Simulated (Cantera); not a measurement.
# Stirred combustor or abatement burner

A perfectly stirred reactor is fed with CO : H2 : CH4 : O2 : N2 = 1 : 0.095 : 0.1 : 0.575 : 4.66 (molar parts), at 713 Torr; it is adiabatic with a 450 K inlet, and is followed from long to short residence time, starting on the burning branch (τ in s: 0.095, 0.031, 0.01, 0.0034, 0.0011, 0.00038, 0.00012, 4.1e-05, 1.4e-05).

Model: GRI-Mech 3.0 (53 species, 325 reactions), integrated in Cantera.

```tsv
τ (s)	T (K)	x CO	x H2	x CH4	x C2H6	x HCO	x N2O
0.095	1751	0.0533	0.00486	2.61e-6	1.85e-11	5.55e-8	2.35e-8
0.031	1729	0.0547	0.00502	4.78e-6	3.02e-11	1.08e-7	3.39e-8
0.010	1688	0.0572	0.00534	9.49e-6	5.84e-11	2.22e-7	4.52e-8
0.0034	1628	0.0610	0.00574	2.01e-5	1.40e-10	4.60e-7	5.47e-8
0.0011	1536	0.0673	0.00609	5.25e-5	5.23e-10	9.99e-7	6.31e-8
0.00038	1398	0.0823	0.00599	0.000200	4.60e-9	2.30e-6	7.52e-8
0.00012	450	0.156	0.0148	0.0156	<1e-12	<1e-12	<1e-12
4.1e-5	450	0.156	0.0148	0.0156	<1e-12	<1e-12	<1e-12
1.4e-5	450	0.156	0.0148	0.0156	<1e-12	<1e-12	<1e-12
```
x: mole fraction; the columns are a selection and need not sum to one.
